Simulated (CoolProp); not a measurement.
A closed Brayton cycle with dry air: compressor inlet 313.15 K and 1.7 MPa, high pressure 4.72 MPa, turbine inlet 990 K, compressor efficiency 0.8, turbine efficiency 0.85, recuperator effectiveness 0.8 (on enthalpy, no pinch check). Each further row changes one setting.

Model: reference Helmholtz-energy equation of state, Lemmon 2000, in CoolProp. It is a pseudo-pure fit of the blend.

| case | thermal efficiency (%) | net work (kJ/kg) | compressor to turbine work | compressor exit (K) | turbine exit (K) |
|---|---|---|---|---|---|
| as stated | 28.8 | 85.3 | 0.61 | 445.6 | 796.0 |
| turbine inlet 940 K | (withheld) | 74.0 | 0.64 | 445.6 | (withheld) |
| compressor inlet 323.15 K | (withheld) | (withheld) | 0.63 | 459.6 | 796.0 |
| high pressure 4.01 MPa | 28.4 | 78.2 | 0.58 | 421.9 | 824.1 |
| recuperator effectiveness 0.5 | 20.9 | 85.3 | 0.61 | 445.6 | 796.0 |

Question: Some entries are withheld; supply them.

Answer: 
- turbine inlet 940 K, thermal efficiency (%): 26.9
- turbine inlet 940 K, turbine exit (K): 754.3
- compressor inlet 323.15 K, thermal efficiency (%): 27.6
- compressor inlet 323.15 K, net work (kJ/kg): 80.9
